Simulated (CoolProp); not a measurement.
A closed Brayton cycle with dry air: compressor inlet 327.15 K and 4.3 MPa, high pressure 8.34 MPa, turbine inlet 945 K, compressor efficiency 0.8, turbine efficiency 0.85, recuperator effectiveness 0.95 (on enthalpy, no pinch check). Each further row changes one setting.

Model: reference Helmholtz-energy equation of state, Lemmon 2000, in CoolProp. It is a pseudo-pure fit of the blend.

| case | thermal efficiency (%) | net work (kJ/kg) | compressor to turbine work | compressor exit (K) | turbine exit (K) |
|---|---|---|---|---|---|
| as stated | 33.7 | 56.8 | 0.60 | 412.7 | 819.2 |
| turbine inlet 895 K | 31.0 | 49.2 | 0.64 | 412.7 | 774.8 |
| compressor inlet 337.15 K | 32.2 | 54.0 | 0.62 | 425.2 | 819.2 |
| high pressure 7.09 MPa | 33.9 | 46.7 | 0.58 | 390.2 | 848.4 |
| recuperator effectiveness 0.5 | 15.6 | 56.8 | 0.60 | 412.7 | 819.2 |
